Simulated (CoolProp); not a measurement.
Values from CoolProp's reference Helmholtz-energy equation of state, Zhou 2011.

**Question.** For dimethyl carbonate, give the phase and the density (kg/m³), cv (kJ/(kg K)), Joule-Thomson coefficient (K/MPa) at 600 K and 1.23 MPa; 600 K and 1.84 MPa; 600 K and 2.45 MPa.

**Answer.** 
- 600 K and 1.23 MPa: gas; density 23.9, cv 1.78, Joule-Thomson coefficient 5.97
- 600 K and 1.84 MPa: gas; density 37.2, cv 1.79, Joule-Thomson coefficient 6.31
- 600 K and 2.45 MPa: gas; density 51.8, cv 1.79, Joule-Thomson coefficient 6.69
